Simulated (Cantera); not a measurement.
# ZrO₂ + H₂ + N₂ (hydrogen reduction and annealing atmospheres)

A closed system holds: 1 mol ZrO₂, 1.2 mol H₂, 11 mol N₂, at 100000 Pa.

Cantera equilibrium calculation (NASA polynomials, part measured and part estimated; ideal gas, pure solids and liquids). Candidate condensed phases: H₂O, Zr, ZrN, ZrO₂; 28 gas species. Mutual solubility and eutectic melting of coexisting phases are not modelled. ZrN: taken at fixed stoichiometry. Condensed phases not in the tables: solid solutions among these carbides, nitrides and lower oxides. Rates play no part.

| T (K) | x N₂ | x H₂ | x H | x H₂O | x NH₃ | x NH₂ | n ZrO₂(monoclinic) | n ZrO₂(tetragonal) | n ZrN(s) |
|---|---|---|---|---|---|---|---|---|---|
| 1400 | 0.902 | 0.0984 | 1.53e-6 | 1.41e-6 | 2.51e-6 | 9.50e-11 | 1.000 | 0 | 0 |
| 1475 | 0.902 | 0.0984 | 4.07e-6 | 2.31e-6 | 1.96e-6 | 2.12e-10 | 1.000 | 0 | 0 |
| 1550 | 0.902 | 0.0983 | 9.88e-6 | 3.57e-6 | 1.57e-6 | 4.38e-10 | 0 | 1.000 | 0 |
| 1625 | 0.902 | 0.0983 | 2.21e-5 | 5.30e-6 | 1.28e-6 | 8.45e-10 | 0 | 1.000 | 0 |
| 1700 | 0.902 | 0.0983 | 4.62e-5 | 7.59e-6 | 1.07e-6 | 1.54e-9 | 0 | 1.000 | 0 |
| 1775 | 0.902 | 0.0983 | 9.07e-5 | 1.05e-5 | 9.00e-7 | 2.67e-9 | 0 | 1.000 | 0 |
| 1850 | 0.902 | 0.0983 | 0.000169 | 1.43e-5 | 7.71e-7 | 4.42e-9 | 0 | 1.000 | 0 |
| 1925 | 0.902 | 0.0982 | 0.000300 | 1.88e-5 | 6.69e-7 | 7.03e-9 | 0 | 1.000 | 0.000115 |
x: gas mole fraction; n: condensed amount in mol.

From 1400 K to 1475 K the condensed part is ZrO₂(monoclinic). From 1550 K to 1850 K the condensed part is ZrO₂(tetragonal). At 1925 K the condensed part is ZrN(s) + ZrO₂(tetragonal).
